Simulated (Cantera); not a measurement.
An adiabatic, constant-pressure homogeneous reactor starts with H2 : O2 : N2 : NO : H2O = 1 : 0.532 : 6.38 : 0.025 : 0.15 (molar parts), at 1623 K and 10.0 bar.

Cantera simulation using GRI-Mech 3.0 (53 species, 325 reactions); the numbers are that mechanism's predictions, not measurements. The hydrogen kinetics of GRI-Mech 3.0 are dated; newer H2 mechanisms differ, most at raised pressure.

Task: Predict: time of steepest temperature rise; temperature at 4.00 s; equilibrium temperature; x(H2) at 4.00 s; x(O2) at 4.00 s; x(NO) at 4.00 s; x(O) at 4.00 s; x(N2) at 4.00 s; x(H2O) at 4.00 s; x(HO2) at 4.00 s.

Result: 
| Property | Value |
|---|---|
| time of steepest temperature rise | 2.30 µs |
| temperature at 4.00 s | 2445 K |
| equilibrium temperature | 2445 K |
| x(H2) at 4.00 s | 0.00302 (gas-phase equilibrium 0.00302) |
| x(O2) at 4.00 s | 0.00487 (gas-phase equilibrium 0.00487) |
| x(NO) at 4.00 s | 0.00328 (gas-phase equilibrium 0.00328) |
| x(O) at 4.00 s | 0.000243 (gas-phase equilibrium 0.000243) |
| x(N2) at 4.00 s | 0.839 (gas-phase equilibrium 0.839) |
| x(H2O) at 4.00 s | 0.146 (gas-phase equilibrium 0.146) |
| x(HO2) at 4.00 s | 1.58e-6 (gas-phase equilibrium 1.58e-6) |
